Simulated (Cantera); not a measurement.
A closed system holds: 1 mol Ti(NMe2)4, 4.7 mol H2O, 60 mol H2, at 2148 K and 440 Pa.

These are equilibrium values from Cantera (NASA tables, ideal gas, pure condensed phases), not measurements of a reactor. Candidate condensed phases: C, C6H6, C7H8, C8H18, H2O, Ti, TiC, TiN, TiO, TiO2, Ti2O3, Ti3O5, Ti4O7; 139 gas species. The feed counts by its element totals alone. TiC: taken at fixed stoichiometry. Kinetics and transport are ignored.

Q: What is the equilibrium state?

A: 
```
Quantity                                 Value
-----------------------------------  ---------
x(H2)                                    0.860
x(H)                                    0.0583
x(CO)                                   0.0547
x(N2)                                   0.0214
x(HCN)                                 0.00344
x(C2H2 (acetylene))                    0.00165
x(HNC)                                0.000251
x(CN)                                  7.52e-6
x(C2H)                                 3.33e-6
n(C(graphite))                        1.70 mol
n(TiC(s))                            1.000 mol
gas amount                           85.90 mol
log10 activity of Ti(l) (absent)         -3.74
log10 activity of Ti2O3(l) (absent)     -17.00
log10 activity of Ti3O5(l) (absent)     -28.11
```
